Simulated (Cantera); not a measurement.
A closed system holds: 1 mol Si, 14 mol NH3, 88 mol H2, held at 1500000 Pa.

These are equilibrium values from Cantera (NASA tables, ideal gas, pure condensed phases), not measurements of a reactor. Candidate condensed phases: Si, Si3N4; 18 gas species. Kinetics and transport are ignored. All values below are at 998 K.

Base state: H2 0.944, N2 0.0541, NH3 0.00189 (mole fractions); condensed: Si3N4(s).

**Question.** What changes in the equilibrium state with this change: Si replaced by Pb?

**Answer.** 
```csv
species,before,after
H2,0.944,0.939
N2,0.0541,0.0595
NH3,0.00189,0.00196
"Si3N4(s), mol",0.333,0
"Pb(l), mol",0,1.000
```
Further candidate phases: Pb.
